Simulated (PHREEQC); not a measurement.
0.21 g of hydrous ferric oxide (600 m²/g; 0.2 weak and 0.005 strong sites per Fe, Dzombak-Morel constants, diffuse double layer) in 1 kg of water with 0.1 mol/kgw of an inert sodium salt and 7.4e-07 mol/kgw BaCl2, at 25 °C; the pH is set by adding NaOH or the inert anion's acid. O2 is buffered at 0.21 atm. CO2 from the air is kept out. Precipitation was switched off in this run.

The series has 17 steps of pH, from 3 to 11.

Computed with PHREEQC (ion-association model, wateq4f.dat).

Near which pH is half of the Ba sorbed, and on which side is more sorbed?

Near pH 8.1, with more sorbed at higher pH.

The oxide is taken as insoluble; below pH 4 it would dissolve.
